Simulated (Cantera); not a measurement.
A Cantera script and what it prints.

```python
import numpy as np
import cantera as ct

gas_names = [...]  # 45 gases of nasa_gas.yaml made of Al, Cl, H, N, O
cond_names = """
    AL(cr) AL(L) ALCL3(s) ALCL3(L) ALN(s) AL2O3(a) AL2O3(L) H2O(s) H2O(L) NH4CL(a) NH4CL(b)
""".split()


# ... load() reads the species with a 1 bar reference pressure and builds the phases ...
atoms = {
    'Al2O3': {'AL': 2, 'O': 3},
    'HCl': {'H': 1, 'CL': 1},
    'N2': {'N': 2},
}
top_T = {'ALN(s)': 2750}  # K; cautious upper limits of use, not melting points


# ... equilibrate(T, P, feed) seeds the gas with the atoms and calls Mixture.equilibrate('TP', solver="vcs", rtol=1e-11, max_steps=5000) ...
results = []
feed = {'Al2O3': 1, 'HCl': 0.21, 'N2': 0.067}  # mol
T = 1573.15  # K
P = 101325  # Pa
mix = equilibrate(T, P, feed)
results.append((T, P, feed, dict(zip(mix.species_names, mix.species_moles))))
print(gas.report(threshold=1e-05))
for i in range(1, mix.n_phases):
    print(f"{mix.phase(i).name:16s} {mix.phase_moles(i):12.5e} mol")
```

Result:

```
       temperature   1573.2 K
          pressure   1.0133e+05 Pa
           density   0.2685 kg/m^3
  mean mol. weight   34.66 kg/kmol
   phase of matter   gas

                          1 kg             1 kmol
                     ---------------   ---------------
          enthalpy       -9.2033e+05       -3.1898e+07  J
   internal energy       -1.2977e+06       -4.4978e+07  J
           entropy            7072.3        2.4512e+05  J/K
    Gibbs function       -1.2046e+07       -4.1751e+08  J
 heat capacity c_p            1001.7             34720  J/K
 heat capacity c_v            761.84             26405  J/K

                      mass frac. Y      mole frac. X     chem. pot. / RT
                     ---------------   ---------------   ---------------
             ALCL3          0.014724         0.0038276           -96.091
                CL         0.0010019        0.00097954            -19.81
               CL2        0.00022768         0.0001113           -39.621
               HCL           0.78525           0.74652           -32.884
                H2        3.4933e-05        0.00060058           -26.147
               H2O         0.0029844         0.0057418           -50.104
                N2           0.19578           0.24222           -27.564
     [  +38 minor]        2.0364e-06        2.0426e-06

AL(L)             0.00000e+00 mol
ALCL3(L)          0.00000e+00 mol
ALN(s)            0.00000e+00 mol
AL2O3(a)          9.99471e-01 mol
```

Cantera equilibrium calculation (NASA polynomials, part measured and part estimated; ideal gas, pure solids and liquids).
